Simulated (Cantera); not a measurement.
Cantera run:

```python
import numpy as np
import cantera as ct

gas_names = """
    N2 NO2 N2O
""".split()
cond_names = """

""".split()


def load(file, names, dense=False):
    # The tables refer to 1 bar. Condensed volumes are neglected.
    table = {s.name: s for s in ct.Species.list_from_file(file)}
    out = []
    for n in names:
        d = dict(table[n].input_data)
        d["thermo"] = dict(d["thermo"], **{"reference-pressure": 1e5})
        if dense:
            d["equation-of-state"] = {"model": "constant-volume", "density": "1e6 g/cm^3"}
        out.append(ct.Species.from_dict(d))
    return out


species = {s.name: s for s in load("nasa_gas.yaml", gas_names) + load("nasa_condensed.yaml", cond_names)}
# Each term lists the table entries of one substance; the one whose range holds T is used.
reactions = {
    '3 N2(g) + 2 NO2(g) = 4 N2O(g)':
        [(-3, ['N2']), (-2, ['NO2']), (4, ['N2O'])],
}


def pick(names, T):
    return next(species[n] for n in names if species[n].thermo.min_temp <= T <= species[n].thermo.max_temp)


results = []
for label, terms in reactions.items():
    print(label)
    print("     T/K   dH/kJ  dS/(J/K)   dG/kJ   log10 K")
    for T in [300, 625, 700, 775, 850, 925, 1000]:
        used = [(nu, pick(names, T)) for nu, names in terms]
        dH = sum(nu * s.thermo.h(T) for nu, s in used) / 1e6
        dS = sum(nu * s.thermo.s(T) for nu, s in used) / 1e3
        dG = dH - T * dS / 1e3
        logK = -dG * 1e6 / (ct.gas_constant * T * np.log(10))
        results.append((label, T, dH, dS, dG, logK, [s.name for _, s in used]))
        print(f"{T:8g} {dH:8.1f} {dS:8.1f} {dG:8.1f} {logK:8.2f}")
```

It prints:

```
3 N2(g) + 2 NO2(g) = 4 N2O(g)
     T/K   dH/kJ  dS/(J/K)   dG/kJ   log10 K
     300    258.0   -175.2    310.6   -54.07
     625    259.5   -172.6    367.4   -30.70
     700    260.4   -171.2    380.3   -28.38
     775    261.4   -169.8    393.1   -26.49
     850    262.6   -168.5    405.7   -24.93
     925    263.8   -167.1    418.3   -23.62
    1000    265.0   -165.8    430.8   -22.50
```

Cantera with NASA thermochemical tables; ideal gases at 1 bar, condensed phases pure. Condensed species are held in their standard states even where they would react or evaporate.
